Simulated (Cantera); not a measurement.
A closed system holds: 1 mol Pb, 1.3 mol H2S, 1.1 mol N2, 0.22 mol NH3, at 2000 K and 0.133 bar.

These are equilibrium values from Cantera (NASA tables, ideal gas, pure condensed phases), not measurements of a reactor. Candidate condensed phases: Pb, PbS, S; 18 gas species. Rates play no part.

Base state: H2 0.366, N2 0.292, PbS 0.149, Pb 0.0923, S2 0.0656, H2S 0.0202, SH 0.0111, H 0.00269 (mole fractions); condensed: gas only.

Task: What changes in the equilibrium state with this change: NH3 from 0.22 to 5.8 mol?

Result: 
```tsv
species	before	after
H2	0.366	0.630
N2	0.292	0.261
Pb	0.0923	0.0366
PbS	0.149	0.0286
S2	0.0656	0.0155
SH	0.0111	0.00707
H2S	0.0202	0.0169
S	0.00223	0.00109
H	0.00269	0.00353
```
